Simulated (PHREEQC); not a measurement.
1 kg of water holding 0.37 mol KCl, 0.24 mol Na2CO3, 0.0056 mol Na2SO4 and 0.11 mol NaCl is evaporated at 25 °C; the solids stay in contact with the brine. No CO2 enters from the air. Solids allowed: Arcanite, Burkeite, Glaserite, Halite, Kalicinite, Mirabilite, Misenite, Nahcolite, Natron, Sylvite, Thenardite, Trona. Others were left out.

The numbers come from PHREEQC with the Pitzer model, pitzer.dat.

```json
[
 {"water left (kg)": "1", "ionic strength": "1.21", "water activity": "0.975", "Sylvite (mol)": "0", "Natron (mol)": "0", "Halite (mol)": "0"},
 {"water left (kg)": "0.8219", "ionic strength": "1.48", "water activity": "0.969", "Sylvite (mol)": "0", "Natron (mol)": "0", "Halite (mol)": "0"},
 {"water left (kg)": "0.6755", "ionic strength": "1.80", "water activity": "0.963", "Sylvite (mol)": "0", "Natron (mol)": "0", "Halite (mol)": "0"},
 {"water left (kg)": "0.4563", "ionic strength": "2.66", "water activity": "0.945", "Sylvite (mol)": "0", "Natron (mol)": "0", "Halite (mol)": "0"},
 {"water left (kg)": "0.3751", "ionic strength": "3.24", "water activity": "0.933", "Sylvite (mol)": "0", "Natron (mol)": "0", "Halite (mol)": "0"},
 {"water left (kg)": "0.3083", "ionic strength": "3.94", "water activity": "0.917", "Sylvite (mol)": "0", "Natron (mol)": "0", "Halite (mol)": "0"},
 {"water left (kg)": "0.2534", "ionic strength": "4.80", "water activity": "0.897", "Sylvite (mol)": "0", "Natron (mol)": "0", "Halite (mol)": "0"},
 {"water left (kg)": "0.1712", "ionic strength": "7.10", "water activity": "0.837", "Sylvite (mol)": "0", "Natron (mol)": "0", "Halite (mol)": "0"},
 {"water left (kg)": "0.1407", "ionic strength": "8.64", "water activity": "0.791", "Sylvite (mol)": "0", "Natron (mol)": "0", "Halite (mol)": "0"},
 {"water left (kg)": "0.1157", "ionic strength": "10.3", "water activity": "0.740", "Sylvite (mol)": "0.0199", "Natron (mol)": "0", "Halite (mol)": "0"},
 {"water left (kg)": "0.09508", "ionic strength": "11.5", "water activity": "0.717", "Sylvite (mol)": "0.123", "Natron (mol)": "0", "Halite (mol)": "0"},
 {"water left (kg)": "0.06424", "ionic strength": "14.6", "water activity": "0.656", "Sylvite (mol)": "0.269", "Natron (mol)": "0", "Halite (mol)": "0.00809"},
 {"water left (kg)": "0.04681", "ionic strength": "16.1", "water activity": "0.640", "Sylvite (mol)": "0.301", "Natron (mol)": "0.0333", "Halite (mol)": "0.0606"},
 {"water left (kg)": "0.003198", "ionic strength": "16.2", "water activity": "0.639", "Sylvite (mol)": "0.365", "Natron (mol)": "0.223", "Halite (mol)": "0.107"}
]
```

Sylvite from water left = 0.1157 kg (pH 12.00); Halite from water left = 0.06424 kg (pH 12.15); Natron from water left = 0.04681 kg (pH 12.23); Burkeite from water left = 0.003198 kg (pH 12.23).

Species that the database lacks are ignored.
